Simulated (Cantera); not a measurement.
A freely propagating, adiabatic, planar premixed flame of 27.4 % H2, 18.4 % O2, 54.2 % N2, equivalence ratio 0.75, unburnt at 473 K and 0.133 bar; mixture-averaged transport, grid criteria slope 0.08 and curve 0.16, no radiation.

Cantera simulation using the H2/O2 subset of GRI-Mech 3.0, which has no nitrogen chemistry; the numbers are that mechanism's predictions, not measurements. Burning velocities carry a grid error of a few per cent, more on coarse grids.

x: mole fraction of selected species; z is measured from the peak of heat release.

| z (mm) | T (K) | u (m/s) | x H2 | x O2 | x O | x H | x HO2 | x H2O2 |
|---|---|---|---|---|---|---|---|---|
| -16.2 | 473 | 3.97 | 0.274 | 0.184 | <1e-8 | <1e-8 | <1e-8 | <1e-8 |
| -10.8 | 473 | 3.97 | 0.274 | 0.184 | <1e-8 | <1e-8 | <1e-8 | <1e-8 |
| -8.10 | 473 | 3.97 | 0.274 | 0.184 | <1e-8 | <1e-8 | <1e-8 | <1e-8 |
| -5.40 | 473 | 3.97 | 0.274 | 0.184 | <1e-8 | <1e-8 | 3.97e-8 | <1e-8 |
| -2.70 | 479 | 4.01 | 0.272 | 0.184 | 3.50e-6 | 7.99e-5 | 8.12e-5 | 1.78e-6 |
| -1.35 | 652 | 5.37 | 0.244 | 0.180 | 0.000176 | 0.00661 | 5.72e-5 | 5.83e-6 |
| 0 | 1085 | 8.62 | 0.118 | 0.135 | 0.00805 | 0.0508 | 2.18e-5 | 1.07e-6 |
| 1.35 | 1374 | 10.8 | 0.0368 | 0.0777 | 0.0192 | 0.0678 | 1.06e-5 | 1.20e-6 |
| 2.70 | 1502 | 11.7 | 0.0313 | 0.0696 | 0.0204 | 0.0591 | 8.03e-6 | 8.33e-7 |
| 5.40 | 1648 | 12.7 | 0.0310 | 0.0659 | 0.0192 | 0.0464 | 6.16e-6 | 4.59e-7 |
| 10.8 | (withheld) | 13.8 | 0.0291 | 0.0624 | (withheld) | (withheld) | (withheld) | (withheld) |
| 21.6 | 1965 | 14.8 | 0.0252 | 0.0591 | 0.0134 | 0.0219 | 3.30e-6 | 1.28e-7 |
| 43.2 | 2114 | 15.8 | 0.0197 | 0.0563 | 0.00963 | 0.0127 | 2.49e-6 | 8.33e-8 |

### Question
What belongs in the gaps?

### Answer

- 10.8, T (K): 1806
- 10.8, x O: 0.0168
- 10.8, x H: 0.0335
- 10.8, x HO2: 4.58e-6
- 10.8, x H2O2: 2.34e-7
